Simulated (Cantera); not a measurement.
**Equilibrium for aluminium nitride and oxide growth: Al(CH₃)₃ + N₂ + H₂**

Feed: 1 mol Al(CH₃)₃, 53 mol N₂, 4.2 mol H₂, held at 2073 K.

Cantera equilibrium calculation (NASA polynomials, part measured and part estimated; ideal gas, pure solids and liquids). Candidate condensed phases: Al, AlN, C, C₆H₆, C₇H₈, C₈H₁₈; 97 gas species. The feed counts by its element totals alone. Equilibrium is a limit: real reactors are often held back by kinetics, nucleation or transport.

| P (Pa) | x N₂ | x H₂ | x H | x Al | x HCN | n C(graphite) | n AlN(s) |
|---|---|---|---|---|---|---|---|
| 10 | 0.809 | 0.0907 | 0.0792 | 0.0153 | 0.00527 | 2.61 | 0 |
| 46 | 0.825 | 0.112 | 0.0411 | 0.0156 | 0.00591 | 2.57 | 0 |
| 220 | 0.834 | 0.124 | 0.0197 | 0.0157 | 0.00625 | 2.56 | 0 |
| 1000 | 0.838 | 0.130 | 0.00947 | 0.0157 | 0.00641 | 2.55 | 0 |
| 4600 | 0.846 | 0.134 | 0.00449 | 0.00859 | 0.00655 | 2.55 | 0.456 |
| 22000 | 0.853 | 0.137 | 0.00208 | 0.000818 | 0.00665 | 2.54 | 0.948 |
| 100000 | 0.854 | 0.138 | 0.000976 | 8.44e-5 | 0.00667 | 2.54 | 0.994 |
x: gas mole fraction; n: condensed amount in mol.

From 10.0 Pa to 1000 Pa the condensed part is C(graphite). From 4600 Pa to 100000 Pa the condensed part is AlN(s) + C(graphite). The main Al-bearing gas is Al throughout.
